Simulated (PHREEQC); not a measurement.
Dissolve 0.00022 mol PbCl2 and 1 mol KNO3 per kg of water at 25 °C. Closed to the air; pH follows from the charge balance.

Equilibrium calculation in PHREEQC: ion-association model, wateq4f.dat.

Precipitation was switched off in this run.

Predict the pH, activity of water.

pH 6.25; activity of water 0.966.

In which forms is Pb present?

PbNO3+ 80 %, Pb+2 20 % of the Pb.

Ionic strength above about 0.7 mol/kgw puts this run outside the model's range.
